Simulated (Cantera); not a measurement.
Cantera run:

```python
import numpy as np
import cantera as ct

gas_names = """
    CL CL2 H HCL H2 Si SiCL SiCL2 SiCL3 SiCL4 SiH SiHCL3 SiH2 SiH2CL2 SiH3 SiH3CL SiH4 Si2 Si3
""".split()
cond_names = """
    Si(cr) Si(L)
""".split()


# ... load() reads the species with a 1 bar reference pressure and builds the phases ...
atoms = {
    'SiCl4': {'Si': 1, 'CL': 4},
    'HCl': {'H': 1, 'CL': 1},
    'H2': {'H': 2},
}
top_T = {}  # K; cautious upper limits of use, not melting points


# ... equilibrate(T, P, feed) seeds the gas with the atoms and calls Mixture.equilibrate('TP', solver="vcs", rtol=1e-11, max_steps=5000) ...
results = []
feed = {'SiCl4': 1, 'HCl': 0.16, 'H2': 550}  # mol
T = 1748.15  # K
for P in [100, 460, 2100, 9600, 44000, 200000]:
    mix = equilibrate(T, P, feed)
    results.append((T, P, feed, dict(zip(mix.species_names, mix.species_moles))))
    x = sorted(zip(gas.X, gas.species_names), reverse=True)
    print(f"T = {T:g} K  P = {P:g} Pa  gas = {mix.phase_moles(0):.4g} mol")
    print("   x: " + "  ".join(f"{s} {v:.3e}" for v, s in x if v > 1e-05))
    print("   condensed (mol): " + ("  ".join(f"{mix.phase(i).name} {mix.phase_moles(i):.4g}"
          for i in range(1, mix.n_phases) if mix.phase_moles(i) > 1e-12) or "none"))
```

Output:

```
T = 1748.15 K  P = 100 Pa  gas = 555 mol
   x: H2 9.839e-01  H 7.177e-03  HCL 7.077e-03  Si 1.459e-03  SiCL2 1.696e-04  SiH 6.088e-05  CL 3.983e-05  SiCL 3.911e-05  SiH2 2.022e-05
   condensed (mol): Si(L) 0.0181
T = 1748.15 K  P = 460 Pa  gas = 553.3 mol
   x: H2 9.889e-01  HCL 7.138e-03  H 3.355e-03  Si 3.171e-04  SiCL2 1.716e-04  SiH 2.846e-05  SiH2 2.032e-05  CL 1.868e-05  SiCL 1.834e-05
   condensed (mol): Si(L) 0.6899
T = 1748.15 K  P = 2100 Pa  gas = 552.6 mol
   x: H2 9.910e-01  HCL 7.165e-03  H 1.572e-03  SiCL2 1.726e-04  Si 6.947e-05  SiH2 2.036e-05  SiH 1.333e-05
   condensed (mol): Si(L) 0.8422
T = 1748.15 K  P = 9600 Pa  gas = 552.4 mol
   x: H2 9.919e-01  HCL 7.176e-03  H 7.354e-04  SiCL2 1.730e-04  SiH2 2.038e-05  Si 1.520e-05
   condensed (mol): Si(L) 0.8786
T = 1748.15 K  P = 44000 Pa  gas = 552.3 mol
   x: H2 9.923e-01  HCL 7.179e-03  H 3.436e-04  SiCL2 1.730e-04  SiH2 2.039e-05
   condensed (mol): Si(L) 0.8873
T = 1748.15 K  P = 200000 Pa  gas = 552.2 mol
   x: H2 9.925e-01  HCL 7.174e-03  SiCL2 1.727e-04  H 1.612e-04  SiH2 2.039e-05
   condensed (mol): Si(L) 0.8863
```

Cantera equilibrium calculation (NASA polynomials, part measured and part estimated; ideal gas, pure solids and liquids). The tables' values for SiCl are old estimates; treat these amounts as uncertain. Gases not in the tables: Si2H6 and higher silanes.
